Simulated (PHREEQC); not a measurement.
Consider water at 25 °C with 130 mmol/kgw CdCl2 and 0.034 mmol/kgw FeSO4. Closed to the air; pH follows from the charge balance.

All values are PHREEQC results (ion-association model, wateq4f.dat), not measurements.

Each row changes one thing in this solution. No solid was allowed to form.

```tsv
case	pH	ionic strength (mol/kgw)	CdCl2 (mol/kgw)	CdCl3- (mol/kgw)	SI of CdOHCl (CdOHCl)	SI of Cd(OH)2 (Cd(OH)2)
as made	5.34	0.148	0.0233	0.00184	-1.36	-5.12
FeSO4 from 3.4e-05 to 1.7e-05 mol/kgw	5.34	0.148	0.0233	0.00184	-1.36	-5.12
CdCl2 from 0.13 to 0.117 mol/kgw	5.36	0.137	(withheld)	(withheld)	-1.39	-5.09
FeSO4 left out	5.34	0.148	0.0233	0.00184	-1.36	-5.12
FeSO4 from 3.4e-05 to 3.74e-05 mol/kgw	5.34	0.148	0.0233	0.00184	-1.36	-5.12
```

Task: Fill in the missing entries.

Result: 
- CdCl2 from 0.13 to 0.117 mol/kgw, CdCl2 (mol/kgw): 0.0198
- CdCl2 from 0.13 to 0.117 mol/kgw, CdCl3- (mol/kgw): 0.00144
